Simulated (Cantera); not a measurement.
Input: 1 mol SiH2Cl2, 6.6 mol N2, held at 602 °C and 950 Pa.

Method: chemical equilibrium by Gibbs-energy minimisation in Cantera with the NASA 1993 tables (ideal gas, pure condensed phases). Candidate condensed phases: NH4Cl, Si, Si3N4; 28 gas species. N2 is the only nitrogen source here; it is nearly inert below about 1500 K, so the nitride shown seldom forms there in practice. Rates play no part.

Base state: N2 0.772, HCl 0.151, H2 0.0519, SiCl4 0.0259, SiHCl3 1.95e-5 (mole fractions); condensed: Si3N4(s).

Task: What changes in the equilibrium state with this change: temperature from 602 °C to 1702 °C?

Result: 
```tsv
species	before	after
N2	0.772	0.762
H2	0.0519	0.0860
SiCl2	1.32e-8	0.0855
HCl	0.151	0.0546
SiCl4	0.0259	2.12e-6
H	<1e-9	0.00412
Si	<1e-9	0.00340
Si3N4(s), mol	0.265	0
Si(l), mol	0	0.204
```
The tables' values for SiCl, SiCl3, SiN are old estimates; treat these amounts as uncertain.
